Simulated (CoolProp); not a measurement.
Aqueous sodium chloride as a coolant, 22 % by mass, freezing at -19.1 °C, 1 atm.

The numbers come from the Melinder's fits for secondary coolants in CoolProp.

| T (°C) | cp (kJ/(kg K)) | viscosity (mPa s) | conductivity (W/(m K)) | density (kg/m³) |
|---|---|---|---|---|
| -16.8 | 3.305 | 5.39 | 0.521 | 1180 |
| -11.6 | 3.315 | 4.38 | 0.528 | 1178 |
| -6.3 | 3.325 | 3.59 | [?] | 1176 |
| -1 | 3.333 | [?] | 0.544 | 1174 |
| 4.3 | 3.341 | 2.51 | 0.552 | 1171 |
| 9.5 | 3.348 | [?] | 0.560 | 1169 |
| 14.8 | 3.355 | 1.86 | 0.568 | [?] |
| 20.1 | 3.360 | 1.63 | 0.576 | 1164 |
| 25.3 | 3.365 | 1.45 | 0.584 | 1161 |
| 30.6 | 3.369 | 1.31 | 0.592 | 1159 |

**Question.** Fill in the missing entries.

**Answer.** 
- -6.3, conductivity (W/(m K)): 0.536
- -1, viscosity (mPa s): 2.98
- 9.5, viscosity (mPa s): 2.15
- 14.8, density (kg/m³): 1166
